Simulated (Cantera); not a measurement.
Input: 1 mol Hg, 0.31 mol O2, 3.1 mol N2, held at 1000 Pa.

Method: chemical equilibrium by Gibbs-energy minimisation in Cantera with the NASA 1993 tables (ideal gas, pure condensed phases). Candidate condensed phases: Hg, HgO; 10 gas species. Rates play no part.

log p: log10 of the partial pressure in bar; n: condensed amount in mol.

```json
[
 {"T (°C)": "227", "log p N2": "-2.06", "log p Hg": "-2.94", "log p O2": "-4.40", "log p NO": "-12.11", "log p O": "<-14", "log p NO2": "-12.20", "n HgO(s)": "0.592"},
 {"T (°C)": "302", "log p N2": "-2.15", "log p Hg": "-2.64", "log p O2": "-3.15", "log p NO": "…", "log p O": "<-14", "log p NO2": "…", "n HgO(s)": "0"},
 {"T (°C)": "377", "log p N2": "-2.15", "log p Hg": "-2.64", "log p O2": "-3.15", "log p NO": "-9.34", "log p O": "<-14", "log p NO2": "-10.21", "n HgO(s)": "0"},
 {"T (°C)": "452", "log p N2": "-2.15", "log p Hg": "-2.64", "log p O2": "-3.15", "log p NO": "-8.58", "log p O": "<-14", "log p NO2": "-9.93", "n HgO(s)": "0"},
 {"T (°C)": "527", "log p N2": "-2.15", "log p Hg": "-2.64", "log p O2": "-3.15", "log p NO": "-7.96", "log p O": "<-14", "log p NO2": "-9.71", "n HgO(s)": "0"},
 {"T (°C)": "602", "log p N2": "-2.15", "log p Hg": "-2.64", "log p O2": "-3.15", "log p NO": "-7.45", "log p O": "-13.26", "log p NO2": "-9.52", "n HgO(s)": "0"},
 {"T (°C)": "677", "log p N2": "-2.15", "log p Hg": "-2.64", "log p O2": "-3.15", "log p NO": "-7.02", "log p O": "-12.07", "log p NO2": "-9.36", "n HgO(s)": "0"},
 {"T (°C)": "752", "log p N2": "-2.15", "log p Hg": "-2.64", "log p O2": "-3.15", "log p NO": "-6.65", "log p O": "-11.06", "log p NO2": "-9.23", "n HgO(s)": "0"},
 {"T (°C)": "827", "log p N2": "-2.15", "log p Hg": "-2.64", "log p O2": "-3.15", "log p NO": "-6.33", "log p O": "-10.18", "log p NO2": "-9.11", "n HgO(s)": "0"},
 {"T (°C)": "902", "log p N2": "-2.15", "log p Hg": "-2.64", "log p O2": "-3.15", "log p NO": "-6.06", "log p O": "-9.41", "log p NO2": "-9.01", "n HgO(s)": "0"},
 {"T (°C)": "977", "log p N2": "-2.15", "log p Hg": "-2.64", "log p O2": "-3.15", "log p NO": "-5.81", "log p O": "-8.74", "log p NO2": "-8.92", "n HgO(s)": "0"},
 {"T (°C)": "1052", "log p N2": "-2.15", "log p Hg": "-2.64", "log p O2": "-3.15", "log p NO": "…", "log p O": "…", "log p NO2": "…", "n HgO(s)": "0"},
 {"T (°C)": "1127", "log p N2": "-2.15", "log p Hg": "-2.64", "log p O2": "-3.15", "log p NO": "-5.40", "log p O": "-7.60", "log p NO2": "-8.77", "n HgO(s)": "0"},
 {"T (°C)": "1202", "log p N2": "-2.15", "log p Hg": "-2.64", "log p O2": "-3.15", "log p NO": "-5.23", "log p O": "-7.12", "log p NO2": "-8.70", "n HgO(s)": "0"}
]
```

### Question
What belongs in the gaps?

### Answer

- 302, log p NO: -10.29
- 302, log p NO2: -10.55
- 1052, log p NO: -5.60
- 1052, log p O: -8.14
- 1052, log p NO2: -8.84
